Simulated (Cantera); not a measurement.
An isothermal, constant-pressure homogeneous reactor starts with CH4 : CO2 : H2 = 1 : 0.96 : 1.2 (molar parts), at 1300 K and 12000 Torr. Integrator tolerance rtol = 1e-08.

Model: GRI-Mech 3.0 (53 species, 325 reactions), integrated in Cantera. The pressure lies above the range GRI-Mech 3.0 was tuned for (to about 10 atm).

Question: What does this change do: temperature 1300 to 1800 K?

Answer: 
```json
[
 {"quantity": "x(CH4) at 20.0 s", "before": "0.304 (gas-phase equilibrium 0.0438)", "after": "0.00785 (gas-phase equilibrium 0.00781)"},
 {"quantity": "x(CO2) at 20.0 s", "before": "0.109 (gas-phase equilibrium 0.00945)", "after": "0.000106 (gas-phase equilibrium 9.91e-5)"},
 {"quantity": "x(H2) at 20.0 s", "before": "0.196 (gas-phase equilibrium 0.561)", "after": "0.614 (gas-phase equilibrium 0.614)"},
 {"quantity": "x(CO) at 20.0 s", "before": "0.194 (gas-phase equilibrium 0.360)", "after": "0.377 (gas-phase equilibrium 0.377)"},
 {"quantity": "x(C2H4) at 20.0 s", "before": "0.00404 (gas-phase equilibrium 1.03e-5)", "after": "7.15e-5 (gas-phase equilibrium 7.07e-5)"}
]
```

Question: What does this change do: CO2 0.96 to 5.8 parts?

Answer: 
| quantity | before | after |
|---|---|---|
| x(CH4) at 20.0 s | 0.304 (gas-phase equilibrium 0.0438) | 0.0825 (gas-phase equilibrium 9.31e-5) |
| x(CO2) at 20.0 s | 0.109 (gas-phase equilibrium 0.00945) | 0.536 (gas-phase equilibrium 0.296) |
| x(H2) at 20.0 s | 0.196 (gas-phase equilibrium 0.561) | 0.0304 (gas-phase equilibrium 0.136) |
| x(CO) at 20.0 s | 0.194 (gas-phase equilibrium 0.360) | 0.169 (gas-phase equilibrium 0.384) |
| x(C2H4) at 20.0 s | 0.00404 (gas-phase equilibrium 1.03e-5) | 0.0102 (gas-phase equilibrium 7.98e-10) |
